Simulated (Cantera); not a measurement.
An adiabatic, constant-volume homogeneous reactor starts with 9.29 % H2, 9.85 % O2, 69.7 % N2, 11.2 % H2O, equivalence ratio 0.47, at 1548 K and 10.0 bar.

Detailed kinetics in Cantera: the H2/O2 subset of GRI-Mech 3.0, which has no nitrogen chemistry. The hydrogen kinetics of GRI-Mech 3.0 are dated; newer H2 mechanisms differ, most at raised pressure.

**Question.** Predict: time of steepest temperature rise; temperature at 0.400 s; equilibrium temperature; x(H2) at 0.400 s; x(O2) at 0.400 s; x(H2O) at 0.400 s; x(HO2) at 0.400 s; x(OH) at 0.400 s; x(O) at 0.400 s.

**Answer.** 
```
Quantity                                                              Result
---------------------------------  -----------------------------------------
time of steepest temperature rise                                    2.99 µs
temperature at 0.400 s                                                2293 K
equilibrium temperature                                               2293 K
x(H2) at 0.400 s                   0.000486 (gas-phase equilibrium 0.000486)
x(O2) at 0.400 s                       0.0537 (gas-phase equilibrium 0.0537)
x(H2O) at 0.400 s                        0.212 (gas-phase equilibrium 0.212)
x(HO2) at 0.400 s                    8.06e-6 (gas-phase equilibrium 8.06e-6)
x(OH) at 0.400 s                     0.00381 (gas-phase equilibrium 0.00381)
x(O) at 0.400 s                    0.000295 (gas-phase equilibrium 0.000295)
```
